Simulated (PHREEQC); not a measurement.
Reverse-osmosis permeate: an equilibrium model

A made-up water analysis in mmol/kgw, 25 °C, pH 6.47, pe 13: Na 0.00191; K 0.000191; Ca 0.00645; Mg 0.0437; Cl 0.00367; S(6) 0.0304; Alkalinity (meq/kgw) 0.0397; Si 3.84e-05; Cd 0.00122; Ba 0.000176; N(5) 0.00163.

Valence states are taken as typed.

Equilibrium calculation in PHREEQC: ion-association model, wateq4f.dat.

Each row changes one thing in this solution. No solid was allowed to form.

```json
[
 {"case": "as made", "HCO3- (mol/kgw)": "4.00e-5", "CO2 (mol/kgw)": "3.00e-5", "MgSO4 (mol/kgw)": "2.70e-7", "CaSO4 (mol/kgw)": "3.40e-8", "MgHCO3+ (mol/kgw)": "1.91e-8", "CdSO4 (mol/kgw)": "9.25e-9", "SI of Otavite (CdCO3)": "-2.11", "SI of Quartz (SiO2)": "-3.44"},
 {"case": "K from 0.000191 to 0.000382 mmol/kgw", "HCO3- (mol/kgw)": "4.00e-5", "CO2 (mol/kgw)": "3.00e-5", "MgSO4 (mol/kgw)": "2.70e-7", "CaSO4 (mol/kgw)": "3.40e-8", "MgHCO3+ (mol/kgw)": "1.91e-8", "CdSO4 (mol/kgw)": "9.25e-9", "SI of Otavite (CdCO3)": "-2.11", "SI of Quartz (SiO2)": "-3.44"},
 {"case": "all concentrations times 2 at the same typed pH", "HCO3- (mol/kgw)": "…", "CO2 (mol/kgw)": "5.93e-5", "MgSO4 (mol/kgw)": "1.01e-6", "CaSO4 (mol/kgw)": "1.27e-7", "MgHCO3+ (mol/kgw)": "…", "CdSO4 (mol/kgw)": "3.46e-8", "SI of Otavite (CdCO3)": "…", "SI of Quartz (SiO2)": "-3.13"},
 {"case": "pH from 6.47 to 5.5 at the same alkalinity", "HCO3- (mol/kgw)": "…", "CO2 (mol/kgw)": "0.000300", "MgSO4 (mol/kgw)": "2.70e-7", "CaSO4 (mol/kgw)": "3.39e-8", "MgHCO3+ (mol/kgw)": "…", "CdSO4 (mol/kgw)": "9.24e-9", "SI of Otavite (CdCO3)": "-3.05", "SI of Quartz (SiO2)": "-3.44"}
]
```

### Question
Some entries are withheld; supply them.

### Answer

- all concentrations times 2 at the same typed pH, HCO3- (mol/kgw): 7.96e-5
- all concentrations times 2 at the same typed pH, MgHCO3+ (mol/kgw): 7.37e-8
- all concentrations times 2 at the same typed pH, SI of Otavite (CdCO3): -1.53
- pH from 6.47 to 5.5 at the same alkalinity, HCO3- (mol/kgw): 4.29e-5
- pH from 6.47 to 5.5 at the same alkalinity, MgHCO3+ (mol/kgw): 2.05e-8

Species that the database lacks are ignored.
